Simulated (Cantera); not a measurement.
An isothermal, constant-pressure homogeneous reactor starts with NH3 : N2 = 1 : 2.7 (molar parts), at 1750 K and 2200 Pa. Integrator tolerance rtol = 1e-08.

Computed with Cantera and the gas-phase N/H chemistry of the illustrative SiF4/NH3 mechanism in the Surface Chemkin manual (1991). Walls and surfaces, which speed up NH3 decomposition in real reactors, are not modelled.

What does this change do: NH3 1 to 6.9 parts?


```
quantity                                              before                                     after
-----------------  -----------------------------------------  ----------------------------------------
x(NH3) at 40.0 s      0.0194 (gas-phase equilibrium 1.05e-7)    0.0558 (gas-phase equilibrium 2.14e-7)
x(H) at 40.0 s     0.000194 (gas-phase equilibrium 0.000891)  0.000254 (gas-phase equilibrium 0.00125)
x(NH) at 40.0 s     1.13e-6 (gas-phase equilibrium 1.13e-10)  1.47e-6 (gas-phase equilibrium 1.18e-10)
x(N2) at 40.0 s          0.684 (gas-phase equilibrium 0.681)       0.366 (gas-phase equilibrium 0.372)
x(N2H4) at 40.0 s    1.14e-10 (gas-phase equilibrium <1e-12)   4.29e-10 (gas-phase equilibrium <1e-12)
x(H2) at 40.0 s          0.296 (gas-phase equilibrium 0.319)       0.578 (gas-phase equilibrium 0.626)
x(N) at 40.0 s      1.85e-7 (gas-phase equilibrium 8.12e-11)  1.62e-7 (gas-phase equilibrium 6.00e-11)
```
